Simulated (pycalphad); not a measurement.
CALPHAD calculation (pycalphad, COST 507 light-alloy database (1999)), 1 atm. The database dates from 1999; later assessments differ in places, in temperatures and in the compounds included. Amounts are mole fractions of atoms. Kinetics are ignored, which matters at the lower temperatures.

**Question.** Give the equilibrium state of Ti-16.3Hf-8.5B (at.%) at 750 K.

**Answer.** hcp, fraction 0.830, with 19.5 Hf, 0.03 B at.%; BM, fraction 0.170, with 0.64 Hf, 50.0 B at.%.

**Question.** Give the equilibrium state of Ti-16.3Hf-8.5B (at.%) at 1450 K.

**Answer.** bcc, fraction 0.832, with 19.1 Hf, 0.14 B at.%; BM, fraction 0.168, with 2.3 Hf, 50.0 B at.%.

Database names, with the compositions (at.%) that they take in these runs: BM: Ti 47-50 B 50 Hf 0-3.
